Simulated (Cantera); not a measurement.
Charge: 1 mol Si, 2.5 mol NF₃, 13 mol N₂, at 0.510 bar.

Cantera equilibrium calculation (NASA polynomials, part measured and part estimated; ideal gas, pure solids and liquids). Candidate condensed phases: Si, Si₃N₄; 16 gas species. The numbers say what is thermodynamically allowed, not how fast it happens.

x: gas mole fraction; nothing condenses.

```tsv
T (K)	x N₂	x F	x F₂	x NF₃	x SiF₄	x NF₂	x NF
650	0.863	2.96e-5	0.00185	0.0723	0.0631	5.45e-9	<1e-12
750	0.859	0.000621	0.0146	0.0630	0.0625	9.98e-8	<1e-12
850	0.848	0.00544	0.0513	0.0349	0.0607	6.62e-7	<1e-12
950	0.832	0.0227	0.0775	0.00927	0.0587	1.66e-6	<1e-12
1050	0.815	0.0578	0.0688	0.00162	0.0572	2.21e-6	(withheld)
1150	0.794	0.106	0.0443	0.000230	0.0557	1.99e-6	(withheld)
1250	0.776	0.147	0.0216	2.66e-5	0.0545	1.28e-6	(withheld)
1350	0.767	0.171	0.00883	2.81e-6	0.0538	6.69e-7	(withheld)
1450	0.763	0.180	0.00354	3.29e-7	0.0535	3.32e-7	(withheld)
1550	0.761	0.184	0.00151	4.68e-8	0.0534	1.71e-7	(withheld)
1650	0.761	0.185	0.000697	8.22e-9	0.0534	9.33e-8	(withheld)
```

Problem. Fill in the missing entries.

Solution. 
- 1050, x NF: 4.23e-12
- 1150, x NF: 3.45e-11
- 1250, x NF: 1.68e-10
- 1350, x NF: 5.67e-10
- 1450, x NF: 1.51e-9
- 1550, x NF: 3.45e-9
- 1650, x NF: 7.05e-9
